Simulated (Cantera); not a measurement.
Feed: 1 mol Ni, 0.75 mol NH₃, 53 mol H₂, equilibrated at 14000 Pa.

These are equilibrium values from Cantera (NASA tables, ideal gas, pure condensed phases), not measurements of a reactor. Candidate condensed phases: Ni; 10 gas species. Equilibrium is a limit: real reactors are often held back by kinetics, nucleation or transport.

Task: Which condensed phases are stable at each of these points (T (°C)): 1202, 1252, 1302, 1352, 1402, 1452, 1502, 1552?

Result: 
```
T (°C)  condensed phases  Ni condensed (%)
------  ----------------  ----------------
1202               Ni(s)             100.0
1252               Ni(s)             100.0
1302               Ni(s)             100.0
1352               Ni(s)             100.0
1402               Ni(s)              99.9
1452               Ni(s)              99.8
1502               Ni(l)              99.6
1552               Ni(l)              99.3
```

From 1202 °C to 1452 °C the condensed part is Ni(s). From 1502 °C to 1552 °C the condensed part is Ni(l).
